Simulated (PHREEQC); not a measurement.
0.1 mol of Cerrusite (PbCO3) is brought to equilibrium with 1 kg of water holding 0.0032 mol/kgw HCl, with rising amounts of NH4Cl, at 25 °C. Oxygen alone is held at its pressure in air (log pO2 = -0.68). CO2 from the air is kept out. Only these solids could form: Cerrusite, Litharge, Hydrocerrusite, Cotunnite, Laurionite.

Model: ion-association model, wateq4f.dat, run in PHREEQC.

Q: Predict pH, Pb+2 (mol/kgw), PbCl+ (mol/kgw) at NH4Cl added (mol) = 0, 0.0625, 0.146, 0.167, 0.229.

A: 
```tsv
NH4Cl added (mol)	pH	Pb+2 (mol/kgw)	PbCl+ (mol/kgw)
0	4.66	0.00146	0.000133
0.0625	4.93	0.000756	0.000809
0.146	5.06	0.000518	0.000984
0.167	5.08	0.000481	0.00100
0.229	5.13	0.000396	0.00104
```
